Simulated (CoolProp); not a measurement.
Computed with CoolProp (reference Helmholtz-energy equation of state, Gedanitz 2015).

Problem. For cyclopentane, give the phase and the Z, cp (kJ/(kg K)), Joule-Thomson coefficient (K/MPa), isothermal compressibility (1/MPa) at 483 K and 2560 kPa; 530.9 K and 2560 kPa.

Solution. 
- 483 K and 2560 kPa: gas; Z 0.693, cp 2.61, Joule-Thomson coefficient 13.9, isothermal compressibility 0.642
- 530.9 K and 2560 kPa: gas; Z 0.802, cp 2.53, Joule-Thomson coefficient 8.19, isothermal compressibility 0.502
